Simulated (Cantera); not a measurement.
A perfectly stirred reactor is fed with C₂H₆ : N₂ = 1 : 57 (molar parts), at 29.3 Torr; it is held at 1848 K, and followed from long to short residence time.

Cantera simulation using GRI-Mech 3.0 (53 species, 325 reactions); the numbers are that mechanism's predictions, not measurements. GRI-Mech 3.0 stops at C3 and has no aromatics, soot or wall deposition, so with more carbon than oxygen in the feed, carbon stays in small species such as C2H2 where larger ones or solid carbon would form. Radical loss at walls, strong at low pressure, is not modelled.

x: mole fraction; the columns are a selection and need not sum to one.

| τ (s) | x C₂H₆ | x C₂H₂ | x CH₂ | x CH₄ | x HCN | x CH₃ |
|---|---|---|---|---|---|---|
| 0.35 | 4.87e-6 | 0.0159 | 4.97e-6 | 0.000699 | 0.000581 | [?] |
| 0.18 | 9.30e-6 | 0.0157 | 6.89e-6 | 0.000912 | 0.000432 | [?] |
| 0.091 | 1.80e-5 | 0.0155 | 9.54e-6 | 0.00118 | 0.000318 | [?] |
| 0.047 | 3.40e-5 | 0.0152 | 1.30e-5 | 0.00149 | 0.000235 | [?] |
| 0.024 | 6.47e-5 | 0.0148 | 1.75e-5 | 0.00186 | 0.000173 | [?] |
| 0.012 | 0.000125 | 0.0140 | 2.34e-5 | 0.00227 | 0.000125 | [?] |
| 0.0062 | 0.000233 | 0.0131 | 3.03e-5 | 0.00265 | 9.06e-5 | [?] |
| 0.0032 | 0.000432 | 0.0117 | 3.84e-5 | 0.00296 | 6.49e-5 | [?] |
| 0.0016 | 0.000823 | 0.00977 | 4.76e-5 | 0.00309 | 4.46e-5 | [?] |
| 0.00083 | 0.00150 | 0.00742 | 5.59e-5 | 0.00291 | 3.02e-5 | [?] |

Task: What belongs in the gaps?

Result: 
- 0.35, x CH₃: 0.000270
- 0.18, x CH₃: 0.000375
- 0.091, x CH₃: 0.000527
- 0.047, x CH₃: 0.000732
- 0.024, x CH₃: 0.00102
- 0.012, x CH₃: 0.00145
- 0.0062, x CH₃: 0.00201
- 0.0032, x CH₃: 0.00279
- 0.0016, x CH₃: 0.00389
- 0.00083, x CH₃: 0.00524
